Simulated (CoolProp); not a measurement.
Vapour-liquid equilibrium of acetone (1) + ethanol (2) at 360.3 K; x and y are mole fractions of (1).

Values from CoolProp's multi-fluid Helmholtz-energy mixture model, Lemmon 2006 and Schroeder 2014; pair parameters Bell 2016.

Problem. Give the bubble pressure and the first vapour's composition at x = 0.35, 0.575, 0.65. Is there an azeotrope?

Solution. x = 0.35: 215.1 kPa, y = 0.531; x = 0.575: 239.8 kPa, y = 0.689; x = 0.65: 246.1 kPa, y = 0.737. No azeotrope shows between x = 0.05 and 0.95.

The pair parameters rest on a limited set of measurements; away from them the model extrapolates.
